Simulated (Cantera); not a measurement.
An adiabatic, constant-pressure homogeneous reactor starts with CH₄ : O₂ : N₂ = 1 : 2.38 : 8.95 (molar parts), equivalence ratio 0.84, at 1523 K and 9.20 bar. Integrator tolerance rtol = 1e-08.

Computed with Cantera and GRI-Mech 3.0 (53 species, 325 reactions).

| quantity | before | after |
|---|---|---|
| time of steepest temperature rise | 0.153 ms | 96.2 µs |
| temperature at 2.00 s | 2820 K | 2846 K |
| equilibrium temperature | 2820 K | 2846 K |
| x(CH₄) at 2.00 s | <1e-12 (gas-phase equilibrium <1e-12) | <1e-12 (gas-phase equilibrium <1e-12) |
| x(O₂) at 2.00 s | 0.0310 (gas-phase equilibrium 0.0310) | 0.0313 (gas-phase equilibrium 0.0313) |
| x(C₂H₂) at 2.00 s | <1e-12 (gas-phase equilibrium <1e-12) | <1e-12 (gas-phase equilibrium <1e-12) |
| x(H₂O) at 2.00 s | 0.144 (gas-phase equilibrium 0.144) | 0.143 (gas-phase equilibrium 0.143) |
| x(H) at 2.00 s | 0.00232 (gas-phase equilibrium 0.00232) | 0.00265 (gas-phase equilibrium 0.00265) |
| x(CH₂O) at 2.00 s | 4.44e-10 (gas-phase equilibrium 4.44e-10) | 5.20e-10 (gas-phase equilibrium 5.20e-10) |
| x(CH₃) at 2.00 s | <1e-12 (gas-phase equilibrium <1e-12) | <1e-12 (gas-phase equilibrium <1e-12) |

Task: Which change was made?
(A) O2 2.38 to 3.3 parts
(B) initial temperature 1523 to 1575 K
(C) initial temperature 1523 to 1450 K
(D) pressure from 9.20 bar to 0.960 bar

Result: B, initial temperature 1523 to 1575 K
